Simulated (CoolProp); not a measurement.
Dimethyl ether along the isobar 289 kPa: Z from the reference equation and from simpler models built on Tc = 400.4 K, pc = 5337 kPa, ω = 0.196; each cubic takes its own stable root.

The numbers come from the reference Helmholtz-energy equation of state, Wu 2011 in CoolProp.

```csv
T (K),phase,reference
259,liquid,0.008580
285.6,gas,0.9359
312.2,gas,0.9543
338.8,gas,0.9659
365.4,gas,0.9736
392,gas,0.9790
418.6,gas,0.9830
445.2,gas,0.9861
471.8,gas,0.9884
498.4,gas,0.9903
525,gas,0.9918
```

Problem. How far does each simpler model (van der Waals, Redlich-Kwong) lie from the reference over these 11 states: mean and median of the absolute difference, and the worst?

Solution. 
- van der Waals: mean 1002.3 %, median 0.4 %, worst +11017.7 % at 259 K and 289 kPa
- Redlich-Kwong: mean 1.4 %, median 0.1 %, worst +11.9 % at 259 K and 289 kPa

At some of these states van der Waals gives the other phase, because its saturation line lies elsewhere.
